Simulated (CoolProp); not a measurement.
A closed Brayton cycle with carbon dioxide: compressor inlet 333.15 K and 8.1 MPa, high pressure 28.1 MPa, turbine inlet 790 K, compressor efficiency 0.89, turbine efficiency 0.85, recuperator effectiveness 0.8 (on enthalpy, no pinch check). Each further row changes one setting.

Computed with CoolProp (reference Helmholtz-energy equation of state, Span 1996).

```csv
case,thermal efficiency (%),net work (kJ/kg),compressor to turbine work,compressor exit (K),turbine exit (K)
as stated,?,71.6,0.50,443.7,653.8
turbine inlet 740 K,?,60.7,0.54,443.7,608.5
compressor inlet 343.15 K,25.2,65.1,0.55,459.0,653.8
high pressure 23.9 MPa,?,66.1,0.48,428.8,671.0
recuperator effectiveness 0.5,21.0,71.6,0.50,443.7,653.8
```

Task: Some entries are withheld; supply them.

Result: 
- as stated, thermal efficiency (%): 26.7
- turbine inlet 740 K, thermal efficiency (%): 24.6
- high pressure 23.9 MPa, thermal efficiency (%): 26.1
